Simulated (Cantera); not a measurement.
Gas-phase reforming

A perfectly stirred reactor is fed with CH4 : CO2 : H2 = 1 : 0.87 : 0.29 (molar parts), at 13.8 atm; it is held at 1425 K, and followed from long to short residence time.

Detailed kinetics in Cantera: GRI-Mech 3.0 (53 species, 325 reactions). The pressure lies above the range GRI-Mech 3.0 was tuned for (to about 10 atm).

```
τ (s)   x CH4  x CO2   x H2      x CO     x H2O  x H2O2
------  -----  -----  -----  --------  --------  ------
18      0.245  0.120  0.167     0.272     0.156  <1e-12
5.9     0.253  0.145  0.144     0.231     0.169  <1e-12
2.0     0.269  0.178  0.133     0.190     0.166  <1e-12
0.67    0.313  0.240  0.133     0.132     0.127  <1e-12
0.23    0.378  0.320  0.141    0.0649    0.0642  <1e-12
0.076   0.427  0.373  0.141    0.0223    0.0222  <1e-12
0.026   0.450  0.393  0.137   0.00725   0.00722  <1e-12
0.0086  0.459  0.400  0.135   0.00226   0.00225  <1e-12
0.0029  0.462  0.402  0.134  0.000702  0.000700  <1e-12
```
x: mole fraction; the columns are a selection and need not sum to one.
